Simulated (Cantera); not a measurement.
CS2 + SO2 + H2 (abatement and gas-phase synthesis)

Input: 1 mol CS2, 0.042 mol SO2, 0.12 mol H2, held at 16.0 Pa.

Equilibrium computed with Cantera from the NASA thermochemical tables; the gas is ideal and each condensed phase is pure. Candidate condensed phases: C, C6H6, C7H8, C8H18, H2O, H2SO4, S; 123 gas species. The numbers say what is thermodynamically allowed, not how fast it happens.

```csv
T (K),x S,x CS,x CS2,x S2,x H,x H2,x CO
1798,0.0265,0.310,0.310,0.210,0.00758,0.0742,0.0568
1898,0.0593,0.389,0.186,0.227,0.0156,0.0638,0.0527
1998,0.115,0.432,0.100,0.216,0.0288,0.0514,0.0488
2098,0.195,0.443,0.0494,0.177,0.0470,0.0373,0.0451
2198,0.286,0.432,0.0226,0.122,0.0670,0.0232,0.0417
2298,0.366,0.415,0.00985,0.0709,0.0833,0.0121,0.0389
2398,0.420,0.401,0.00422,0.0360,0.0930,0.00558,0.0372
2498,0.449,0.394,0.00185,0.0171,0.0977,0.00246,0.0363
```
x: gas mole fraction; nothing condenses.

From 1798 K to 2498 K nothing is condensed. The main C-bearing gas is CS throughout.
